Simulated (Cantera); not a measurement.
An isothermal, constant-pressure homogeneous reactor starts with NO : N2 = 1 : 1.3 (molar parts), at 1598 K and 120000 Pa. Integrator tolerance rtol = 1e-08.

Model: GRI-Mech 3.0 (53 species, 325 reactions), integrated in Cantera.

**Question.** What does this change do: temperature 1598 to 1550 K?

**Answer.** 
| quantity | before | after |
|---|---|---|
| x(NO) at 3.00 s | 0.397 (gas-phase equilibrium 0.00195) | 0.412 (gas-phase equilibrium 0.00158) |
| x(O) at 3.00 s | 1.94e-6 (gas-phase equilibrium 6.05e-6) | 8.51e-7 (gas-phase equilibrium 3.35e-6) |
| x(N2O) at 3.00 s | 5.77e-5 (gas-phase equilibrium 1.27e-7) | 6.02e-5 (gas-phase equilibrium 1.04e-7) |
| x(NO2) at 3.00 s | 0.000554 (gas-phase equilibrium 8.75e-6) | 0.000519 (gas-phase equilibrium 8.08e-6) |
| x(O2) at 3.00 s | 0.0186 (gas-phase equilibrium 0.216) | 0.0108 (gas-phase equilibrium 0.217) |
